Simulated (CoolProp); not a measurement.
Aqueous lithium chloride as a coolant, at -10 °C, 1 atm.

Model: Melinder's fits for secondary coolants, in CoolProp.

```
mass %  freezing point (°C)  Prandtl number  density (kg/m³)  viscosity (mPa s)  conductivity (W/(m K))
------  -------------------  --------------  ---------------  -----------------  ----------------------
9.4                   -11.2            23.2             1057               3.35                   0.528
12                      [?]            24.6             1073               3.68                   0.524
14.7                    [?]             [?]             1089               4.07                   0.520
17.3                  -32.1            28.0             1105                [?]                   0.515
19.9                  -43.4            30.2             1122               5.01                     [?]
```

Problem. Fill in the missing entries.

Solution. 
- 12, freezing point (°C): -16.1
- 14.7, freezing point (°C): -23.0
- 14.7, Prandtl number: 26.2
- 17.3, viscosity (mPa s): 4.50
- 19.9, conductivity (W/(m K)): 0.511
